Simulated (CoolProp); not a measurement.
Vapour-liquid equilibrium of n-butane (1) + trans-2-butene (2) at 205.3 K; x and y are mole fractions of (1).

Model: multi-fluid Helmholtz-energy mixture model, Bücker 2006 and Lemmon 2005; pair parameters Bell 2016, in CoolProp.

```
x     bubble pressure, mixture model (kPa)  bubble pressure, Raoult's law (kPa)  y, mixture model  y, Raoult's law
----  ------------------------------------  -----------------------------------  ----------------  ---------------
0.05                                 2.621                                2.601             0.062            0.056
0.15                                 2.680                                2.632             0.177            0.165
0.25                                 2.729                                2.662             0.282            0.272
0.35                                 2.768                                2.693             0.381            0.376
0.45                                 2.801                                2.724             0.477            0.478
0.55                                 2.827                                2.754             0.572            0.577
0.65                                 2.848                                2.785             0.666            0.675
0.75                                 2.865                                2.815             0.760            0.770
0.85                                 2.878                                2.846             0.855            0.864
0.95                                 2.888                                2.877             0.951            0.955
```

The largest gap from Raoult's law is +2.8 % in bubble pressure, at x = 0.45. No azeotrope shows between x = 0.05 and 0.95.

The pair parameters rest on a limited set of measurements; away from them the model extrapolates.
